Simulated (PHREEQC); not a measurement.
# Metal-bearing waste water (model solution)

Dissolve 0.084 mol ZnSO4, 4.9e-05 mol NiCl2 and 0.2 mol Na2SO4 per kg of water at 65 °C. Closed to the air; pH follows from the charge balance.

Model: ion-association model, wateq4f.dat, run in PHREEQC.

```yaml
pH: 5.50
ionic_strength: 0.587 mol/kgw
activity_of_water: 0.989
```

```tsv
species	molality	activity	log γ
Na+	0.344	0.236	-0.164
SO4-2	0.145	0.0250	-0.764
NaSO4-	0.0556	0.0370	-0.177
ZnSO4	0.0358	0.0410	0.059
Zn+2	0.0246	0.00532	-0.665
Zn(SO4)2-2	0.0236	0.00636	-0.569
Cl-	9.18e-5	5.61e-5	-0.214
ZnOH+	3.67e-5	2.65e-5	-0.142
HSO4-	3.26e-5	2.07e-5	-0.196
NiSO4	2.98e-5	3.41e-5	0.059
Ni+2	1.91e-5	5.15e-6	-0.569
ZnCl+	6.15e-6	3.81e-6	-0.209
H+	4.24e-6	3.16e-6	-0.128
Ni(SO4)2-2	1.25e-7	3.39e-8	-0.569
OH-	6.29e-8	3.77e-8	-0.223
```

No solid was allowed to form. Away from 25 °C the constants follow the database's enthalpies or fits; those with neither stay at their 25 °C values.
